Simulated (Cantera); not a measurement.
Standard-state values (1 bar) from the NASA 1993 polynomials, evaluated with Cantera. Values are per mole of reaction as written; species without (g) are pure solids or liquids, kept so even where they would boil at 1 bar.

Problem. Between 2200 and 2800 K, where is each reaction favourable under standard conditions?
- C2H4(g) + 3 NiS2 → 3 Ni + 2 CS2(g) + 2 H2S(g)

Solution. 
- C2H4(g) + 3 NiS2 → 3 Ni + 2 CS2(g) + 2 H2S(g): ΔG° is -466 kJ at 2200 K and -677 kJ at 2800 K; it stays negative (K > 1). ΔH° is 294 kJ and ΔS° 347 J/K at 2800 K.
